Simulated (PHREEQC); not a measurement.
A PHREEQC input (ion-association model, phreeqc.dat):

```
SOLUTION 1
  temp 25
  units mg/kgw
  pH 8.74 charge
  pe 12.7
  Na 11.1
  K 2.14
  Ca 19.6
  Mg 3.62
  Cl 35.6
  S(6) 6.81 as SO4
  Alkalinity 40.3 as HCO3
  O(0) 0.876
END
USE solution 1
EQUILIBRIUM_PHASES 1
  Quartz 0 0.5
  CO2(g) -2.5 10
END
```

It stops with these messages:

```
ERROR: pH adustment cannot attain charge balance when alkalinity is fixed.
ERROR: Program terminating due to input errors.
```

The fault: pH asked from the charge balance while alkalinity is fixed. The line should read `pH 8.74` where the input has `pH 8.74 charge`. With the mend the run ends at pH 7.11 and ionic strength 0.00249 mol/kgw.
